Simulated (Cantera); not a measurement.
Charge: 1 mol SiCl₄, 0.26 mol N₂, 0.67 mol H₂, 0.13 mol NH₃, held at 1050 K and 1.00 bar.

Equilibrium computed with Cantera from the NASA thermochemical tables; the gas is ideal and each condensed phase is pure. Candidate condensed phases: NH₄Cl, Si, Si₃N₄; 28 gas species. The tables' values for SiCl₃ are old estimates; treat these amounts as uncertain. The numbers say what is thermodynamically allowed, not how fast it happens.

Base state: SiCl₄ 0.357, HCl 0.338, H₂ 0.214, N₂ 0.0883, SiHCl₃ 0.00235, SiCl₃ 0.000163, NH₃ 1.25e-5 (mole fractions); condensed: Si₃N₄(s).

**Question.** What changes in the equilibrium state with this change: NH₃ from 0.13 to 33 mol?

**Answer.** 
```
species          before     after
-------------  --------  --------
H₂                0.214     0.706
N₂               0.0883     0.236
HCl               0.338    0.0585
SiCl₄             0.357   1.54e-5
SiCl₃          0.000163   7.35e-8
SiHCl₃          0.00235   1.92e-6
NH₃             1.25e-5  0.000122
Si₃N₄(s), mol    0.0630     0.333
```

**Question.** What changes in the equilibrium state with this change: SiCl₄ replaced by Si₂Cl₆?

**Answer.** 
```csv
species,before,after
SiCl₄,0.357,0.585
H₂,0.214,0.322
SiHCl₃,0.00235,0.0532
HCl,0.338,0.0367
N₂,0.0883,2.03e-8
NH₃,1.25e-5,1.10e-8
SiH₂Cl₂,1.76e-6,0.000552
SiCl₂,1.35e-6,0.000281
"Si₃N₄(s), mol",0.0630,0.163
```
The feed counts by its element totals alone.
